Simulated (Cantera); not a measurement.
What does this Cantera script print?

```python
import numpy as np
import cantera as ct

gas_names = """
    Mg CO2 O2 O
""".split()
cond_names = """
    MgCO3(s) C(gr) Mg(cr) Mg(L)
""".split()


def load(file, names, dense=False):
    # The tables refer to 1 bar. Condensed volumes are neglected.
    table = {s.name: s for s in ct.Species.list_from_file(file)}
    out = []
    for n in names:
        d = dict(table[n].input_data)
        d["thermo"] = dict(d["thermo"], **{"reference-pressure": 1e5})
        if dense:
            d["equation-of-state"] = {"model": "constant-volume", "density": "1e6 g/cm^3"}
        out.append(ct.Species.from_dict(d))
    return out


species = {s.name: s for s in load("nasa_gas.yaml", gas_names) + load("nasa_condensed.yaml", cond_names)}
# Each term lists the table entries of one substance; the one whose range holds T is used.
reactions = {
    '2 MgCO3 = 2 Mg(g) + 2 CO2(g) + O2(g)':
        [(-2, ['MgCO3(s)']), (2, ['Mg']), (2, ['CO2']), (1, ['O2'])],
    'C + 3 O(g) + Mg(g) = MgCO3':
        [(-1, ['C(gr)']), (-3, ['O']), (-1, ['Mg']), (1, ['MgCO3(s)'])],
    'MgCO3 = Mg + 3 O(g) + C':
        [(-1, ['MgCO3(s)']), (1, ['Mg(cr)', 'Mg(L)']), (3, ['O']), (1, ['C(gr)'])],
}


def pick(names, T):
    return next(species[n] for n in names if species[n].thermo.min_temp <= T <= species[n].thermo.max_temp)


results = []
for label, terms in reactions.items():
    print(label)
    print("     T/K   dH/kJ  dS/(J/K)   dG/kJ   log10 K")
    for T in [300, 450, 475, 500, 525, 550, 575, 600, 625, 650, 675, 700]:
        used = [(nu, pick(names, T)) for nu, names in terms]
        dH = sum(nu * s.thermo.h(T) for nu, s in used) / 1e6
        dS = sum(nu * s.thermo.s(T) for nu, s in used) / 1e3
        dG = dH - T * dS / 1e3
        logK = -dG * 1e6 / (ct.gas_constant * T * np.log(10))
        results.append((label, T, dH, dS, dG, logK, [s.name for _, s in used]))
        print(f"{T:8g} {dH:8.1f} {dS:8.1f} {dG:8.1f} {logK:8.2f}")
```

It prints:

```
2 MgCO3 = 2 Mg(g) + 2 CO2(g) + O2(g)
     T/K   dH/kJ  dS/(J/K)   dG/kJ   log10 K
     300   1730.6    798.2   1491.1  -259.62
     450   1727.5    790.1   1371.9  -159.24
     475   1726.6    788.3   1352.2  -148.69
     500   1725.7    786.4   1332.5  -139.20
     525   1724.7    784.4   1312.8  -130.62
     550   1723.6    782.4   1293.3  -122.82
     575   1722.5    780.4   1273.7  -115.71
     600   1721.3    778.4   1254.2  -109.19
     625   1720.0    776.3   1234.8  -103.20
     650   1718.7    774.2   1215.4   -97.67
     675   1717.3    772.1   1196.1   -92.56
     700   1715.8    770.0   1176.8   -87.81
C + 3 O(g) + Mg(g) = MgCO3
     T/K   dH/kJ  dS/(J/K)   dG/kJ   log10 K
     300  -2006.4   -571.8  -1834.8   319.46
     450  -2007.9   -576.1  -1748.6   202.97
     475  -2007.9   -576.2  -1734.2   190.70
     500  -2007.9   -576.2  -1719.8   179.66
     525  -2007.9   -576.1  -1705.4   169.68
     550  -2007.8   -575.9  -1691.0   160.60
     575  -2007.6   -575.7  -1676.6   152.31
     600  -2007.5   -575.4  -1662.2   144.71
     625  -2007.2   -575.0  -1647.8   137.72
     650  -2007.0   -574.6  -1633.5   131.27
     675  -2006.7   -574.2  -1619.1   125.29
     700  -2006.4   -573.7  -1604.8   119.75
MgCO3 = Mg + 3 O(g) + C
     T/K   dH/kJ  dS/(J/K)   dG/kJ   log10 K
     300   1859.3    455.7   1722.6  -299.92
     450   1861.5    462.1   1653.6  -191.94
     475   1861.7    462.5   1642.1  -180.57
     500   1861.9    462.8   1630.5  -170.33
     525   1862.0    463.0   1618.9  -161.07
     550   1862.1    463.2   1607.3  -152.65
     575   1862.1    463.2   1595.8  -144.96
     600   1862.1    463.2   1584.2  -137.91
     625   1862.1    463.2   1572.6  -131.43
     650   1862.0    463.1   1561.0  -125.44
     675   1862.0    463.0   1549.4  -119.90
     700   1861.8    462.8   1537.9  -114.76
```

Cantera with NASA thermochemical tables; ideal gases at 1 bar, condensed phases pure. Condensed species are held in their standard states even where they would react or evaporate.
